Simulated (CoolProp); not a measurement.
Properties of R113 along the isobar 1.01 bar (Tc = 487.2 K, pc = 33.92 bar, ω = 0.253).

The numbers come from the reference Helmholtz-energy equation of state, Marx 1992 in CoolProp.

```json
[
 {"T (K)": "284.7", "phase": "liquid", "density (kg/m³)": "[?]", "isothermal compressibility (1/MPa)": "[?]"},
 {"T (K)": "310.1", "phase": "liquid", "density (kg/m³)": "1534", "isothermal compressibility (1/MPa)": "0.002045"},
 {"T (K)": "335.4", "phase": "gas", "density (kg/m³)": "[?]", "isothermal compressibility (1/MPa)": "10.28"},
 {"T (K)": "360.7", "phase": "gas", "density (kg/m³)": "6.486", "isothermal compressibility (1/MPa)": "10.19"},
 {"T (K)": "386", "phase": "gas", "density (kg/m³)": "6.027", "isothermal compressibility (1/MPa)": "10.13"},
 {"T (K)": "411.3", "phase": "gas", "density (kg/m³)": "5.633", "isothermal compressibility (1/MPa)": "10.08"},
 {"T (K)": "436.6", "phase": "gas", "density (kg/m³)": "5.290", "isothermal compressibility (1/MPa)": "10.05"},
 {"T (K)": "461.9", "phase": "gas", "density (kg/m³)": "4.988", "isothermal compressibility (1/MPa)": "10.02"},
 {"T (K)": "487.2", "phase": "gas", "density (kg/m³)": "4.719", "isothermal compressibility (1/MPa)": "10.00"}
]
```

Question: Complete the blanks.

Answer: 
- 284.7, density (kg/m³): 1595
- 284.7, isothermal compressibility (1/MPa): 0.001558
- 335.4, density (kg/m³): 7.031
